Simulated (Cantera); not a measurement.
**Gas-phase reforming**

An isothermal, constant-pressure homogeneous reactor starts with 37.7 % CH4, 56.6 % CO2, 5.66 % H2, at 1973 K and 0.100 bar.

Cantera simulation using GRI-Mech 3.0 (53 species, 325 reactions); the numbers are that mechanism's predictions, not measurements.

| t (s) | x CH4 | x CO2 | x H2 | x HCO | x CO | x HO2 |
|---|---|---|---|---|---|---|
| 3.00e-5 | 0.375 | 0.565 | 0.0574 | 1.60e-9 | 4.60e-5 | 3.69e-12 |
| 6.97e-5 | 0.372 | 0.565 | 0.0587 | 3.13e-8 | 0.000172 | 4.95e-12 |
| 0.000162 | 0.361 | 0.561 | 0.0647 | 5.69e-7 | 0.000909 | 6.74e-12 |
| 0.000376 | 0.310 | 0.541 | 0.104 | 3.90e-6 | 0.00642 | 1.20e-11 |
| 0.000874 | 0.189 | 0.468 | 0.215 | 4.17e-6 | 0.0320 | 2.51e-11 |
| 0.00203 | 0.0915 | 0.365 | 0.278 | 2.02e-6 | 0.0926 | 4.36e-11 |
| 0.00472 | 0.0336 | 0.237 | 0.254 | 9.26e-7 | 0.200 | 6.38e-11 |
| 0.0110 | 0.00992 | 0.120 | 0.209 | 5.63e-7 | 0.321 | 8.70e-11 |
| 0.0254 | 0.00688 | 0.0767 | 0.243 | 3.55e-7 | 0.392 | 5.58e-11 |
| 0.0591 | 0.00502 | 0.0517 | 0.299 | 1.92e-7 | 0.448 | 2.60e-11 |
| 0.137 | 0.00273 | 0.0344 | 0.348 | 9.99e-8 | 0.489 | 1.23e-11 |
| 0.319 | 0.000694 | 0.0262 | 0.374 | 5.72e-8 | 0.509 | 7.82e-12 |
| 0.741 | 2.68e-6 | 0.0249 | 0.378 | 5.05e-8 | 0.512 | 8.48e-12 |
| 1.72 | 1.74e-10 | 0.0249 | 0.378 | 5.13e-8 | 0.512 | 8.68e-12 |
| 4.00 | 1.74e-10 | 0.0249 | 0.378 | 5.13e-8 | 0.512 | 8.68e-12 |
x: mole fraction; the columns are a selection and need not sum to one.

Equilibrium at this temperature and pressure: CH4 1.97e-10, CO2 0.0249, H2 0.378, HCO 5.13e-8, CO 0.512, HO2 8.68e-12 (gas phase only).
